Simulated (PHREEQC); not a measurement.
HCl is added in steps, without added water, to 1 kg of water holding 0.0094 mol LiOH and 9e-05 mol Na2CO3, at 20 °C. Oxygen alone is held at its pressure in air (log pO2 = -0.68). The system is closed to CO2. Nothing may precipitate in this run.

Base run: PHREEQC, ion-association model, wateq4f.dat. Each further column changes one thing. The table gives HCO3- (mol/kgw).

| HCl added (mol) | base | temperature from 20 to 40 °C | Na2CO3 from 9e-05 to 1.8e-05 mol/kgw | LiOH left out | solids may form |
|---|---|---|---|---|---|
| 0 | 1.26e-6 | 3.59e-6 | 2.52e-7 | 6.38e-5 | 1.26e-6 |
| 0.001719 | 1.53e-6 | … | … | 2.65e-8 | 1.53e-6 |
| 0.003094 | 1.86e-6 | 5.24e-6 | 3.73e-7 | … | 1.86e-6 |
| 0.004812 | 2.54e-6 | 7.04e-6 | 5.09e-7 | … | 2.54e-6 |
| 0.006188 | 3.58e-6 | 9.72e-6 | 7.18e-7 | … | 3.58e-6 |
| 0.007906 | 7.33e-6 | 1.85e-5 | 1.48e-6 | … | 7.33e-6 |
| 0.009281 | 4.09e-5 | 6.15e-5 | 9.19e-6 | 4.94e-9 | 4.09e-5 |
| 0.011 | 3.21e-8 | 3.92e-8 | 5.82e-9 | 4.21e-9 | 3.21e-8 |

### Question
Complete the blanks.

### Answer

- 0.001719, temperature from 20 to 40 °C: 4.35e-6
- 0.001719, Na2CO3 from 9e-05 to 1.8e-05 mol/kgw: 3.07e-7
- 0.003094, LiOH left out: 1.44e-8
- 0.004812, LiOH left out: 9.27e-9
- 0.006188, LiOH left out: 7.27e-9
- 0.007906, LiOH left out: 5.75e-9

 At this temperature some constants are extrapolated from 25 °C, and those without enthalpy data are left unchanged. Solids allowed in the column 'solids may form': Halite, Nahcolite, Natron.
